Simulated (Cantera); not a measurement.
Input (Python, Cantera) and output of one run.

```python
import numpy as np
import cantera as ct

gas_names = [...]  # 136 gases of nasa_gas.yaml made of C, H, N, O
cond_names = """
    C(gr) C6H6(L) C7H8(L) C8H18(L),n-octa H2O(s) H2O(L)
""".split()


# ... load() reads the species with a 1 bar reference pressure and builds the phases ...
atoms = {
    'C3H6': {'C': 3, 'H': 6},
    'O2': {'O': 2},
    'N2': {'N': 2},
}
top_T = {'C(gr)': 4500}  # K; cautious upper limits of use, not melting points


# ... equilibrate(T, P, feed) seeds the gas with the atoms and calls Mixture.equilibrate('TP', solver="vcs", rtol=1e-11, max_steps=5000) ...
results = []
feed = {'C3H6': 1, 'O2': 0.21, 'N2': 0.0007}  # mol
P = 330  # Pa
for T in [1423, 1573, 1723, 1873, 2023, 2173, 2323, 2473, 2623, 2773]:
    mix = equilibrate(T, P, feed)
    results.append((T, P, feed, dict(zip(mix.species_names, mix.species_moles))))

top = {s: max(r[3][s] / sum(r[3][g] for g in gas_names) for r in results) for s in gas_names}
cols = sorted((s for s in top if top[s] > 1e-05), key=lambda s: -top[s])[:6]
seen = [c for c in cond_names if any(r[3].get(c, 0) > 1e-12 for r in results)]
print("log10 of partial pressures in bar; condensed amounts in mol")
print(f"{'T/K':>10s}" + "".join(f"{s[:9]:>10s}" for s in cols + seen))
for T, P, feed, n in results:
    ng = sum(n[g] for g in gas_names)
    print(f"{T:10.4g}" + "".join(f"{np.log10(max(n[s] / ng * P / 1e5, 1e-99)):10.3f}" for s in cols)
          + "".join(f"{n.get(c, 0):10.4g}" for c in seen))
```

Output:

```
log10 of partial pressures in bar; condensed amounts in mol
       T/K        H2         H        CO C2H2,acet        C3       C2H     C(gr)
      1423    -2.539    -6.447    -3.392    -8.003   -19.302   -14.855      2.58
      1573    -2.539    -5.660    -3.392    -7.224   -16.399   -12.884      2.58
      1723    -2.540    -5.009    -3.393    -6.583   -14.010   -11.258     2.579
      1873    -2.544    -4.462    -3.395    -6.049   -12.011    -9.896     2.578
      2023    -2.553    -3.998    -3.399    -5.602   -10.314    -8.741     2.574
      2173    -2.576    -3.604    -3.409    -5.232    -8.857    -7.754     2.566
      2323    -2.623    -3.274    -3.429    -4.938    -7.594    -6.910     2.552
      2473    -2.710    -3.007    -3.463    -4.726    -6.488    -6.192      2.53
      2623    -2.857    -2.804    -3.511    -4.609    -5.513    -5.592     2.489
      2773    -3.082    -2.670    -3.569    -4.599    -4.646    -5.105     2.352
```

These are equilibrium values from Cantera (NASA tables, ideal gas, pure condensed phases), not measurements of a reactor.
